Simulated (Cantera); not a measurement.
A Cantera script and what it prints.

```python
import numpy as np
import cantera as ct

gas_names = """
    Br Br2 H HBr HNO HNO2 HNO3 HO2 H2 H2O H2O2 N NH NH2 NH3 NH2OH NO NO2 NO3 N2 N2H2 N2H4 N2O O OH O2 O3
""".split()
cond_names = """
    Br2(cr) Br2(L) H2O(s) H2O(L)
""".split()


# ... load() reads the species with a 1 bar reference pressure and builds the phases ...
atoms = {
    'HBr': {'H': 1, 'Br': 1},
    'O2': {'O': 2},
    'N2': {'N': 2},
}
top_T = {}  # K; cautious upper limits of use, not melting points


# ... equilibrate(T, P, feed) seeds the gas with the atoms and calls Mixture.equilibrate('TP', solver="vcs", rtol=1e-11, max_steps=5000) ...
results = []
T = 3000  # K
P = 13332.2  # Pa
for m in [0.55, 1.3, 2, 2.8, 3.5, 4.2, 5]:
    feed = {'HBr': 1, 'O2': 0.078, 'N2': m}  # mol
    mix = equilibrate(T, P, feed)
    results.append((T, P, feed, dict(zip(mix.species_names, mix.species_moles))))
    x = sorted(zip(gas.X, gas.species_names), reverse=True)
    print(f"T = {T:g} K  P = {P:g} Pa  n(N2) = {m:g} mol  gas = {mix.phase_moles(0):.4g} mol")
    print("   x: " + "  ".join(f"{s} {v:.3e}" for v, s in x if v > 0.001))
    print("   condensed (mol): " + ("  ".join(f"{mix.phase(i).name} {mix.phase_moles(i):.4g}"
          for i in range(1, mix.n_phases) if mix.phase_moles(i) > 1e-12) or "none"))
```

Output:

```
T = 3000 K  P = 13332.2 Pa  n(N2) = 0.55 mol  gas = 2.197 mol
   x: Br 4.058e-01  N2 2.490e-01  H 1.327e-01  H2 9.420e-02  HBr 4.915e-02  H2O 3.438e-02  OH 1.609e-02  O 1.389e-02  NO 2.623e-03  O2 2.007e-03
   condensed (mol): none
T = 3000 K  P = 13332.2 Pa  n(N2) = 1.3 mol  gas = 2.985 mol
   x: N2 4.340e-01  Br 3.037e-01  H 1.126e-01  H2 6.778e-02  HBr 3.120e-02  H2O 2.181e-02  O 1.225e-02  OH 1.203e-02  NO 3.053e-03  O2 1.560e-03
   condensed (mol): none
T = 3000 K  P = 13332.2 Pa  n(N2) = 2 mol  gas = 3.713 mol
   x: N2 5.371e-01  Br 2.468e-01  H 9.972e-02  H2 5.318e-02  HBr 2.246e-02  H2O 1.554e-02  O 1.113e-02  OH 9.682e-03  NO 3.085e-03  O2 1.287e-03
   condensed (mol): none
T = 3000 K  P = 13332.2 Pa  n(N2) = 2.8 mol  gas = 4.54 mol
   x: N2 6.153e-01  Br 2.037e-01  H 8.890e-02  H2 4.226e-02  HBr 1.652e-02  H2O 1.124e-02  O 1.013e-02  OH 7.855e-03  NO 3.006e-03  O2 1.066e-03
   condensed (mol): none
T = 3000 K  P = 13332.2 Pa  n(N2) = 3.5 mol  gas = 5.259 mol
   x: N2 6.640e-01  Br 1.769e-01  H 8.155e-02  H2 3.556e-02  HBr 1.317e-02  O 9.415e-03  H2O 8.797e-03  OH 6.700e-03  NO 2.903e-03
   condensed (mol): none
T = 3000 K  P = 13332.2 Pa  n(N2) = 4.2 mol  gas = 5.977 mol
   x: N2 7.013e-01  Br 1.565e-01  H 7.555e-02  H2 3.052e-02  HBr 1.079e-02  O 8.814e-03  H2O 7.067e-03  OH 5.811e-03  NO 2.793e-03
   condensed (mol): none
T = 3000 K  P = 13332.2 Pa  n(N2) = 5 mol  gas = 6.794 mol
   x: N2 7.346e-01  Br 1.383e-01  H 6.986e-02  H2 2.610e-02  HBr 8.819e-03  O 8.227e-03  H2O 5.642e-03  OH 5.016e-03  NO 2.668e-03
   condensed (mol): none
```

Cantera equilibrium calculation (NASA polynomials, part measured and part estimated; ideal gas, pure solids and liquids).
